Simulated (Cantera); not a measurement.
# NO annealing gas

An isothermal, constant-pressure homogeneous reactor starts with NO : N2 = 1 : 1.2 (molar parts), at 1723 K and 97.5 Torr.

Detailed kinetics in Cantera: GRI-Mech 3.0 (53 species, 325 reactions).

```
t (s)      x NO      x O     x NO2   x N2    x N2O
--------  -----  -------  --------  -----  -------
0.000500  0.455  1.19e-6   3.39e-7  0.545  1.50e-6
0.00124   0.455  2.21e-6   1.63e-6  0.545  3.67e-6
0.00310   0.455  3.47e-6   6.23e-6  0.545  8.83e-6
0.00770   0.454  5.53e-6   1.86e-5  0.545  2.02e-5
0.0192    0.454  8.98e-6   4.21e-5  0.545  4.11e-5
0.0477    0.454  1.16e-5   6.01e-5  0.546  6.59e-5
0.119     0.454  1.25e-5   6.52e-5  0.546  7.72e-5
0.295     0.453  1.31e-5   6.93e-5  0.546  7.75e-5
0.734     0.450  1.45e-5   7.80e-5  0.548  7.63e-5
1.83      0.443  1.74e-5   9.59e-5  0.551  7.35e-5
4.54      0.426  2.27e-5  0.000127  0.560  6.73e-5
11.3      0.388  3.16e-5  0.000168  0.579  5.47e-5
28.1      0.311  4.41e-5  0.000194  0.617  3.44e-5
70.0      0.195  5.80e-5  0.000163  0.675  1.32e-5
```
x: mole fraction; the columns are a selection and need not sum to one.

Equilibrium at this temperature and pressure: NO 0.00326, O 7.54e-5, NO2 3.61e-6, N2 0.771, N2O 6.76e-8 (gas phase only).
